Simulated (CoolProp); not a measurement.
Vapour-liquid equilibrium of dimethyl carbonate (1) + n-decane (2) at 199.15 °C; x and y are mole fractions of (1).

Model: multi-fluid Helmholtz-energy mixture model, Zhou 2011 and Lemmon 2006; pair parameters Bell 2016, in CoolProp.

| x | bubble pressure, mixture model (MPa) | bubble pressure, Raoult's law (MPa) | y, mixture model | y, Raoult's law |
|---|---|---|---|---|
| 0.05 | 0.3172 | 0.2410 | 0.418 | 0.275 |
| 0.15 | 0.5360 | 0.3553 | 0.662 | 0.560 |
| 0.25 | 0.6978 | 0.4695 | 0.747 | 0.706 |
| 0.35 | 0.8179 | 0.5838 | 0.793 | 0.795 |
| 0.45 | 0.9113 | 0.6980 | 0.824 | 0.855 |
| 0.55 | 0.9902 | 0.8122 | 0.849 | 0.898 |
| 0.65 | 1.063 | 0.9265 | 0.873 | 0.931 |
| 0.75 | 1.136 | 1.041 | 0.900 | 0.956 |
| 0.85 | 1.210 | 1.155 | 0.933 | 0.976 |
| 0.95 | 1.288 | 1.269 | 0.974 | 0.993 |

The largest gap from Raoult's law is +50.9 % in bubble pressure, at x = 0.15. No azeotrope shows between x = 0.05 and 0.95.

The pair parameters rest on a limited set of measurements; away from them the model extrapolates. With so large a gap from Raoult's law the liquid may split in two, which this calculation doesn't test in full.
